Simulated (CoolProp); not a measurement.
Model: reference Helmholtz-energy equation of state, Lemmon 2006, in CoolProp. It is a short technical equation, of lower accuracy than the large ones.

Problem. For toluene, give the phase and the Z, isothermal compressibility (1/MPa), viscosity (µPa s), conductivity (mW/(m K)) at 359.7 K and 2270 kPa; 386.3 K and 2270 kPa; 492.6 K and 2270 kPa.

Solution. 
- 359.7 K and 2270 kPa: liquid; Z 0.0868, isothermal compressibility 0.00143, viscosity 306, conductivity 114
- 386.3 K and 2270 kPa: liquid; Z 0.0835, isothermal compressibility 0.00179, viscosity 249, conductivity 108
- 492.6 K and 2270 kPa: liquid; Z 0.0780, isothermal compressibility 0.00627, viscosity 125, conductivity 85.5

Viscosity comes from a separate model (Avgeri 2015). Thermal conductivity comes from a separate model (Assael 2012).
